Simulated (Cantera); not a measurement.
Input (Python, Cantera) and output of one run.

```python
import numpy as np
import cantera as ct

gas_names = """
    H HNO HNO2 HNO3 HO2 H2 H2O H2O2 N NH NH2 NH3 NH2OH NO NO2 NO3 N2 N2H2 N2H4 N2O O OH O2 O3 Si SiH
    SiH2 SiH3 SiH4 SiN SiO SiO2 Si2 Si2N Si3
""".split()
cond_names = """
    H2O(s) H2O(L) Si(cr) Si(L) SiO2(Lqz) SiO2(hqz) SiO2(L) Si2N2O(s) Si3N4(a)
""".split()


# ... load() reads the species with a 1 bar reference pressure and builds the phases ...
atoms = {
    'Si3N4': {'Si': 3, 'N': 4},
    'H2O': {'H': 2, 'O': 1},
    'N2': {'N': 2},
}
top_T = {'Si2N2O(s)': 2100, 'Si3N4(a)': 2400}  # K; cautious upper limits of use, not melting points


# ... equilibrate(T, P, feed) seeds the gas with the atoms and calls Mixture.equilibrate('TP', solver="vcs", rtol=1e-11, max_steps=5000) ...
results = []
feed = {'Si3N4': 1, 'H2O': 0.21, 'N2': 23}  # mol
P = 1600  # Pa
for T in [973, 1073, 1173, 1273, 1373, 1473, 1573, 1673, 1773, 1873, 1973, 2073, 2173]:
    mix = equilibrate(T, P, feed)
    results.append((T, P, feed, dict(zip(mix.species_names, mix.species_moles))))

top = {s: max(r[3][s] / sum(r[3][g] for g in gas_names) for r in results) for s in gas_names}
cols = sorted((s for s in top if top[s] > 0.001), key=lambda s: -top[s])[:9]
seen = [c for c in cond_names if any(r[3].get(c, 0) > 1e-12 for r in results)]
print("log10 of partial pressures in bar; condensed amounts in mol")
print(f"{'T/K':>10s}" + "".join(f"{s[:9]:>10s}" for s in cols + seen))
for T, P, feed, n in results:
    ng = sum(n[g] for g in gas_names)
    print(f"{T:10.4g}" + "".join(f"{np.log10(max(n[s] / ng * P / 1e5, 1e-99)):10.3f}" for s in cols)
          + "".join(f"{n.get(c, 0):10.4g}" for c in seen))
```

Output:

```
log10 of partial pressures in bar; condensed amounts in mol
       T/K        N2        Si        H2       SiO         H     Si(L) Si2N2O(s)  Si3N4(a)
       973    -1.800   -22.752    -3.841   -17.903   -10.886         0      0.21      0.86
      1073    -1.800   -19.269    -3.841   -14.968    -9.774         0      0.21      0.86
      1173    -1.800   -16.384    -3.841   -12.542    -8.849         0      0.21      0.86
      1273    -1.800   -13.956    -3.841   -10.504    -8.067         0      0.21      0.86
      1373    -1.800   -11.886    -3.841    -8.768    -7.398         0      0.21      0.86
      1473    -1.800   -10.101    -3.841    -7.273    -6.818         0    0.2099      0.86
      1573    -1.800    -8.546    -3.841    -5.972    -6.312         0    0.2084    0.8605
      1673    -1.800    -7.180    -3.843    -4.831    -5.865         0    0.1885    0.8671
      1773    -1.804    -5.969    -3.851    -3.846    -5.472         0         0    0.9294
      1873    -1.803    -5.055    -3.892    -3.879    -5.136     2.773         0         0
      1973    -1.804    -4.501    -3.906    -3.880    -4.823     2.732         0         0
      2073    -1.806    -4.001    -3.933    -3.882    -4.547     2.609         0         0
      2173    -1.812    -3.548    -3.982    -3.888    -4.308     2.278         0         0
```

Equilibrium computed with Cantera from the NASA thermochemical tables; the gas is ideal and each condensed phase is pure. Mutual solubility and eutectic melting of coexisting phases are not modelled. The tables' values for SiN are old estimates; treat these amounts as uncertain.
